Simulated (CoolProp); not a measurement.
Values from CoolProp's reference Helmholtz-energy equation of state, Gao 2022.

Task: For n-perfluorohexane, give the phase and the density (kg/m³), cp (kJ/(kg K)), isothermal compressibility (1/MPa), expansivity (1/kK) at 450 K and 0.746 MPa; 450 K and 1.49 MPa; 450 K and 1.68 MPa.

Result: 
- 450 K and 0.746 MPa: gas; density 81.0, cp 1.06, isothermal compressibility 1.65, expansivity 4.21
- 450 K and 1.49 MPa: gas; density 232, cp 1.32, isothermal compressibility 1.50, expansivity 15.2
- 450 K and 1.68 MPa: gas; density 325, cp 1.87, isothermal compressibility 2.30, expansivity 37.1
